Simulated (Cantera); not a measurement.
Feed: 1 mol CH₄, 0.089 mol H₂O, 1.3 mol N₂, held at 10.0 mbar.

These are equilibrium values from Cantera (NASA tables, ideal gas, pure condensed phases), not measurements of a reactor. Candidate condensed phases: C, C₆H₆, C₇H₈, C₈H₁₈, H₂O; 136 gas species. Rates play no part.

What share of the C ends up in condensed phases as a function of T (K), at 1698, 1773, 1848, 1923, 1998, 2073, 2148, 2223, 2298, 2373, 2448?


```tsv
T (K)	C condensed (%)	as
1698	90.5	C(graphite)
1773	90.1	C(graphite)
1848	89.7	C(graphite)
1923	89.1	C(graphite)
1998	88.3	C(graphite)
2073	87.2	C(graphite)
2148	86.0	C(graphite)
2223	84.4	C(graphite)
2298	82.5	C(graphite)
2373	80.2	C(graphite)
2448	77.6	C(graphite)
```
